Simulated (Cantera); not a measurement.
Feed: 1 mol SiHCl3, 1.5 mol HCl, 440 mol H2, at 100000 Pa.

These are equilibrium values from Cantera (NASA tables, ideal gas, pure condensed phases), not measurements of a reactor. Candidate condensed phases: Si; 19 gas species. Gases not in the tables: Si2H6 and higher silanes. Rates play no part.

Which condensed phases are stable at each of these points (T (K)): 1073, 1223, 1373, 1523, 1673, 1823, 1973, 2123, 2273, 2423, 2573?


```json
[
 {"T (K)": "1073", "condensed phases": "Si(s)", "Si condensed (%)": "29.5"},
 {"T (K)": "1223", "condensed phases": "Si(s)", "Si condensed (%)": "74.2"},
 {"T (K)": "1373", "condensed phases": "Si(s)", "Si condensed (%)": "85.0"},
 {"T (K)": "1523", "condensed phases": "Si(s)", "Si condensed (%)": "85.6"},
 {"T (K)": "1673", "condensed phases": "Si(s)", "Si condensed (%)": "84.4"},
 {"T (K)": "1823", "condensed phases": "Si(l)", "Si condensed (%)": "85.3"},
 {"T (K)": "1973", "condensed phases": "Si(l)", "Si condensed (%)": "82.6"},
 {"T (K)": "2123", "condensed phases": "Si(l)", "Si condensed (%)": "69.1"},
 {"T (K)": "2273", "condensed phases": "Si(l)", "Si condensed (%)": "24.6"},
 {"T (K)": "2423", "condensed phases": "gas only", "Si condensed (%)": "0.0"},
 {"T (K)": "2573", "condensed phases": "gas only", "Si condensed (%)": "0.0"}
]
```

From 1073 K to 1673 K the condensed part is Si(s). From 1823 K to 2273 K the condensed part is Si(l). From 2423 K to 2573 K nothing is condensed.
